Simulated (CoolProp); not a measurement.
Vapour-liquid equilibrium of R143a (1) + propane (2) at -50.75 °C; x and y are mole fractions of (1).

Values from CoolProp's multi-fluid Helmholtz-energy mixture model, Lemmon and Jacobsen 2000 and Lemmon 2009; pair parameters Bell 2016.

Q: Give the bubble pressure and the first vapour's composition at x = 0.05, 0.5, 0.65. Is there an azeotrope?

A: x = 0.05: 0.08414 MPa, y = 0.222; x = 0.5: 0.1145 MPa, y = 0.543; x = 0.65: 0.1142 MPa, y = 0.585. y crosses x between x = 0.5 and 0.65: the model has an azeotrope there.

Pair parameters are fitted to limited data, so mixtures are less certain than the pure fluids. With so large a gap from Raoult's law the liquid may split in two, which this calculation doesn't test in full.
